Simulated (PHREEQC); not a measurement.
0.096 g of hydrous ferric oxide (600 m²/g; 0.2 weak and 0.005 strong sites per Fe, Dzombak-Morel constants, diffuse double layer) in 1 kg of water with 0.1 mol/kgw of an inert sodium salt and 8.8e-05 mol NaF, at 25 °C; the pH is set by adding NaOH or the inert anion's acid. Oxygen is held at 0.21 atm. The system is closed to CO2. Precipitation was switched off in this run.

Base run: PHREEQC, ion-association model, wateq4f.dat. Each further column changes one thing. The table gives surface charge σ (C/m²).

```json
[
 {"pH": "4", "base": "0.270", "background salt from 0.1 to 0.01 mol/kgw": "0.157", "oxide from 0.096 to 0.48 g/kgw": "0.300", "0.00059 mol/kgw CaCl2 added": "0.271"},
 {"pH": "4.67", "base": "0.219", "background salt from 0.1 to 0.01 mol/kgw": "0.107", "oxide from 0.096 to 0.48 g/kgw": "0.238", "0.00059 mol/kgw CaCl2 added": "0.220"},
 {"pH": "5.33", "base": "0.158", "background salt from 0.1 to 0.01 mol/kgw": "0.069", "oxide from 0.096 to 0.48 g/kgw": "0.167", "0.00059 mol/kgw CaCl2 added": "___"},
 {"pH": "6", "base": "0.103", "background salt from 0.1 to 0.01 mol/kgw": "0.042", "oxide from 0.096 to 0.48 g/kgw": "0.106", "0.00059 mol/kgw CaCl2 added": "___"},
 {"pH": "6.67", "base": "0.060", "background salt from 0.1 to 0.01 mol/kgw": "0.023", "oxide from 0.096 to 0.48 g/kgw": "0.061", "0.00059 mol/kgw CaCl2 added": "0.061"},
 {"pH": "7.33", "base": "0.029", "background salt from 0.1 to 0.01 mol/kgw": "0.011", "oxide from 0.096 to 0.48 g/kgw": "0.029", "0.00059 mol/kgw CaCl2 added": "___"},
 {"pH": "8", "base": "0.004", "background salt from 0.1 to 0.01 mol/kgw": "0.001", "oxide from 0.096 to 0.48 g/kgw": "0.004", "0.00059 mol/kgw CaCl2 added": "0.008"},
 {"pH": "8.67", "base": "-0.020", "background salt from 0.1 to 0.01 mol/kgw": "___", "oxide from 0.096 to 0.48 g/kgw": "-0.020", "0.00059 mol/kgw CaCl2 added": "-0.007"},
 {"pH": "9.33", "base": "-0.051", "background salt from 0.1 to 0.01 mol/kgw": "-0.020", "oxide from 0.096 to 0.48 g/kgw": "-0.051", "0.00059 mol/kgw CaCl2 added": "-0.011"},
 {"pH": "10", "base": "-0.094", "background salt from 0.1 to 0.01 mol/kgw": "___", "oxide from 0.096 to 0.48 g/kgw": "-0.094", "0.00059 mol/kgw CaCl2 added": "-0.012"},
 {"pH": "10.67", "base": "-0.154", "background salt from 0.1 to 0.01 mol/kgw": "-0.075", "oxide from 0.096 to 0.48 g/kgw": "-0.154", "0.00059 mol/kgw CaCl2 added": "-0.013"},
 {"pH": "11.33", "base": "-0.229", "background salt from 0.1 to 0.01 mol/kgw": "-0.131", "oxide from 0.096 to 0.48 g/kgw": "-0.229", "0.00059 mol/kgw CaCl2 added": "-0.014"},
 {"pH": "12", "base": "-0.306", "background salt from 0.1 to 0.01 mol/kgw": "-0.229", "oxide from 0.096 to 0.48 g/kgw": "-0.307", "0.00059 mol/kgw CaCl2 added": "-0.016"}
]
```

Fill in the missing entries.


- 5.33, 0.00059 mol/kgw CaCl2 added: 0.159
- 6, 0.00059 mol/kgw CaCl2 added: 0.104
- 7.33, 0.00059 mol/kgw CaCl2 added: 0.031
- 8.67, background salt from 0.1 to 0.01 mol/kgw: -0.008
- 10, background salt from 0.1 to 0.01 mol/kgw: -0.041
